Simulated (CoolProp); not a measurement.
Vapour-liquid equilibrium of R227EA (1) + isobutene (2) at 249.7 K; x and y are mole fractions of (1).

Values from CoolProp's multi-fluid Helmholtz-energy mixture model, Lemmon 2016 and Lemmon 2005; pair parameters Bell 2016.

| x | bubble pressure, mixture model (MPa) | bubble pressure, Raoult's law (MPa) | y, mixture model | y, Raoult's law |
|---|---|---|---|---|
| 0.05 | ? | 0.05183 | 0.210 | 0.071 |
| 0.2 | ? | 0.05529 | ? | 0.267 |
| 0.35 | 0.08397 | 0.05876 | 0.520 | 0.439 |
| 0.5 | 0.08626 | 0.06222 | 0.572 | 0.593 |
| 0.65 | ? | 0.06568 | ? | 0.730 |
| 0.8 | 0.08469 | 0.06914 | ? | 0.853 |
| 0.95 | 0.07770 | 0.07260 | ? | 0.965 |

Task: Fill in the missing entries.

Result: 
- 0.05, bubble pressure, mixture model (MPa): 0.06157
- 0.2, bubble pressure, mixture model (MPa): 0.07818
- 0.2, y, mixture model: 0.440
- 0.65, bubble pressure, mixture model (MPa): 0.08677
- 0.65, y, mixture model: 0.632
- 0.8, y, mixture model: 0.728
- 0.95, y, mixture model: 0.906

The largest gap from Raoult's law is +42.9 % in bubble pressure, at x = 0.35. y crosses x between x = 0.5 and 0.65: the model has an azeotrope there.

The pair parameters rest on a limited set of measurements; away from them the model extrapolates.
